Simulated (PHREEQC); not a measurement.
Consider water at 25 °C with 62 mmol/kgw HF, 5.5 mmol/kgw (CH3)4NF and 21 mmol/kgw (NH4)2SiF6. Closed to the air; pH follows from the charge balance.

The numbers come from PHREEQC with the ion-association model, wateq4f.dat.

```json
{
  "pH": "2.37",
  "ionic_strength": "0.0736 mol/kgw",
  "total_alkalinity": "-146 meq/kg"
}
```

```
species   molality  activity   log γ
--------  --------  --------  ------
HF          0.0447    0.0455   0.007
NH4+        0.0420    0.0336  -0.098
SiF6-2      0.0210   0.00870  -0.383
F-         0.00903   0.00709  -0.105
(CH3)4N+   0.00550   0.00435  -0.102
H2F2       0.00530   0.00539   0.007
H+         0.00511   0.00428  -0.077
HF2-       0.00158   0.00124  -0.105
```

Precipitation was switched off in this run. (CH3)4N+ isn't in the database: it is added as a free cation with an ion size of 4 Å. wateq4f.dat counts part of the HF as a dimer, H2F2, which phreeqc.dat doesn't know; its constant is uncertain. SiF6-2 is the database's only silicon fluoride.
